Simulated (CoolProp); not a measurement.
Vapour-liquid equilibrium of m-xylene (1) + n-decane (2) at 1390 kPa; x and y are mole fractions of (1).

Computed with CoolProp (multi-fluid Helmholtz-energy mixture model, Zhou 2012 and Lemmon 2006; pair parameters Bell 2016).

```json
[
 {"x": "0.05", "bubble temperature (K)": "585.3", "y at the bubble point": "0.066", "dew temperature at overall composition x (K)": "585.9", "liquid density (mol/L)": "3.025"},
 {"x": "0.15", "bubble temperature (K)": "580.5", "y at the bubble point": "0.194", "dew temperature at overall composition x (K)": "582.2", "liquid density (mol/L)": "?"},
 {"x": "0.25", "bubble temperature (K)": "575.9", "y at the bubble point": "0.315", "dew temperature at overall composition x (K)": "578.4", "liquid density (mol/L)": "3.435"},
 {"x": "0.35", "bubble temperature (K)": "571.5", "y at the bubble point": "0.429", "dew temperature at overall composition x (K)": "574.6", "liquid density (mol/L)": "3.656"},
 {"x": "0.45", "bubble temperature (K)": "567.2", "y at the bubble point": "0.536", "dew temperature at overall composition x (K)": "570.7", "liquid density (mol/L)": "3.891"},
 {"x": "0.55", "bubble temperature (K)": "?", "y at the bubble point": "0.636", "dew temperature at overall composition x (K)": "566.6", "liquid density (mol/L)": "?"},
 {"x": "0.65", "bubble temperature (K)": "559.0", "y at the bubble point": "0.729", "dew temperature at overall composition x (K)": "562.4", "liquid density (mol/L)": "4.413"},
 {"x": "0.75", "bubble temperature (K)": "555.1", "y at the bubble point": "0.815", "dew temperature at overall composition x (K)": "558.0", "liquid density (mol/L)": "4.704"},
 {"x": "0.85", "bubble temperature (K)": "551.2", "y at the bubble point": "0.894", "dew temperature at overall composition x (K)": "553.4", "liquid density (mol/L)": "5.020"},
 {"x": "0.95", "bubble temperature (K)": "547.6", "y at the bubble point": "0.966", "dew temperature at overall composition x (K)": "548.4", "liquid density (mol/L)": "5.365"}
]
```

Question: Fill in the missing entries.

Answer: 
- 0.15, liquid density (mol/L): 3.225
- 0.55, bubble temperature (K): 563.0
- 0.55, liquid density (mol/L): 4.142

No azeotrope shows between x = 0.05 and 0.95.

Pair parameters are fitted to limited data, so mixtures are less certain than the pure fluids.
